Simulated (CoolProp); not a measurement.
Vapour-liquid equilibrium of o-xylene (1) + n-decane (2) at 93.7 kPa; x and y are mole fractions of (1).

Computed with CoolProp (multi-fluid Helmholtz-energy mixture model, Zhou 2012 and Lemmon 2006; pair parameters Bell 2016).

```csv
x,"bubble temperature, mixture model (K)","bubble temperature, Raoult's law (K)","y, mixture model","y, Raoult's law"
0.05,442.3,442.2,0.094,0.100
0.15,438.5,438.3,0.262,0.273
0.25,435.0,434.7,0.406,0.417
0.35,431.6,431.4,0.528,0.539
0.45,428.5,428.3,0.633,0.642
0.55,425.6,425.4,0.722,0.730
0.65,422.9,422.8,0.800,0.806
0.75,420.3,420.2,0.867,0.871
0.85,417.9,417.9,0.925,0.928
0.95,415.7,415.7,0.977,0.978
```

The largest gap from Raoult's law is +0.3 K in bubble temperature, at x = 0.25. No azeotrope shows between x = 0.05 and 0.95.

The pair parameters rest on a limited set of measurements; away from them the model extrapolates.
